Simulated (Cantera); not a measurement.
Charge: 1 mol C6H6, 0.87 mol H2, 0.28 mol N2, at 2923 K and 2.00 bar.

These are equilibrium values from Cantera (NASA tables, ideal gas, pure condensed phases), not measurements of a reactor. Candidate condensed phases: C, C6H6, C7H8, C8H18; 92 gas species. The numbers say what is thermodynamically allowed, not how fast it happens.

Base state: H2 0.796, H 0.0782, N2 0.0452, C2H2 (acetylene) 0.0394, HCN 0.0331, HNC 0.00586, C4H2 0.000812, C2H 0.000593 (mole fractions); condensed: C(graphite).

**Question.** What changes in the equilibrium state with this change: pressure from 2.00 bar to 4.50 bar?

**Answer.** 
```tsv
species	before	after
H2	0.796	0.819
H	0.0782	0.0528
N2	0.0452	0.0457
C2H2 (acetylene)	0.0394	0.0405
HCN	0.0331	0.0337
C2H4	1.27e-5	3.02e-5
CH4	0.000107	0.000256
C(graphite), mol	5.47	5.46
```

**Question.** What changes in the equilibrium state with this change: temperature from 2923 K to 2823 K?

**Answer.** 
| species | before | after |
|---|---|---|
| H2 | 0.796 | 0.829 |
| H | 0.0782 | 0.0571 |
| N2 | 0.0452 | 0.0486 |
| C2H2 (acetylene) | 0.0394 | 0.0299 |
| HCN | 0.0331 | 0.0290 |
| C3 | 6.71e-5 | 2.09e-5 |
| C | 1.19e-5 | 4.23e-6 |
| C6H2 | 1.77e-5 | 7.09e-6 |
| C2H | 0.000593 | 0.000269 |
| C4H2 | 0.000812 | 0.000448 |
| C(graphite), mol | 5.47 | 5.59 |

**Question.** What changes in the equilibrium state with this change: temperature from 2923 K to 2075 K?

**Answer.** 
| species | before | after |
|---|---|---|
| H2 | 0.796 | 0.926 |
| N2 | 0.0452 | 0.0649 |
| HCN | 0.0331 | 0.00480 |
| H | 0.0782 | 0.00181 |
| C2H2 (acetylene) | 0.0394 | 0.00115 |
| C3 | 6.71e-5 | <1e-9 |
| C6H2 | 1.77e-5 | <1e-9 |
| C | 1.19e-5 | <1e-9 |
| C2H | 0.000593 | 5.38e-8 |
| C(graphite), mol | 5.47 | 5.97 |
